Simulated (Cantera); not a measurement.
A perfectly stirred reactor is fed with 3.06 % C3H8, 19.3 % O2, 72.7 % N2, 4.89 % H2O, equivalence ratio 0.79, at 3750 Torr; it is adiabatic with a 348 K inlet, and is followed from long to short residence time, starting on the burning branch (τ in s: 0.45, 0.17, 0.065, 0.025, 0.0094, 0.0036, 0.0014, 0.00052, 0.0002, 7.5e-05, 2.9e-05, 1.1e-05).

Detailed kinetics in Cantera: GRI-Mech 3.0 (53 species, 325 reactions). GRI-Mech 3.0 was tuned for natural gas; its chemistry of propane as a main component is partial and can be far from experiment.

Predict: blow-out, bracketed by the residence times tried; x(C3H8) at τ = 0.450 s; x(O2) at τ = 0.450 s; x(H2O) at τ = 0.450 s; x(H2) at τ = 0.450 s; x(C3H8) at τ = 1.40 ms; x(O2) at τ = 1.40 ms; x(H2O) at τ = 1.40 ms; x(HCO) at τ = 1.40 ms; x(H2) at τ = 1.40 ms.

blow-out, bracketed by the residence times tried: burning at 75.0 µs, out at 29.0 µs
x(C3H8) at τ = 0.450 s: 3.81e-8
x(O2) at τ = 0.450 s: 0.0390
x(H2O) at τ = 0.450 s: 0.165
x(H2) at τ = 0.450 s: 0.000107
x(C3H8) at τ = 1.40 ms: 6.36e-6
x(O2) at τ = 1.40 ms: 0.0408
x(H2O) at τ = 1.40 ms: 0.163
x(HCO) at τ = 1.40 ms: 2.50e-7
x(H2) at τ = 1.40 ms: 0.000897
